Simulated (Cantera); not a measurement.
Mixture: CH4 : O2 : N2 = 1 : 1.25 : 4.7 (molar parts), equivalence ratio 1.6, at 9.50 bar, adiabatic and at constant pressure. Ignition delay is the time to a rise of 400 K.

Computed with Cantera and GRI-Mech 3.0 (53 species, 325 reactions).

Problem. What does this change do: pressure from 9.50 bar to 2.30 bar?

Solution. 
```csv
quantity,before,after
delay at 1125 K,16.8 ms,81.1 ms
delay at 1175 K,8.78 ms,39.5 ms
delay at 1225 K,4.73 ms,20.0 ms
delay at 1275 K,2.62 ms,10.4 ms
delay at 1325 K,1.49 ms,5.58 ms
delay at 1375 K,0.865 ms,3.07 ms
delay at 1425 K,0.513 ms,1.73 ms
apparent activation energy between 1325 and 1425 K,170 kJ/mol,180 kJ/mol
```
